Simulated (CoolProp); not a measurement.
Values from CoolProp's reference Helmholtz-energy equation of state, Gao 2016.

Problem. Give the vapour pressure (MPa), vapour density (kg/m³), enthalpy of vaporisation (kJ/kg), surface tension (mN/m) of saturated sulfur dioxide at 354.5 K.

Solution. 
```json
[
 {"T (K)": "354.5", "p (MPa)": "1.86", "vapour density (kg/m³)": "50.1", "enthalpy of vaporisation (kJ/kg)": "287", "surface tension (mN/m)": "10.9"}
]
```

Surface tension comes from a separate correlation (Mulero 2012).
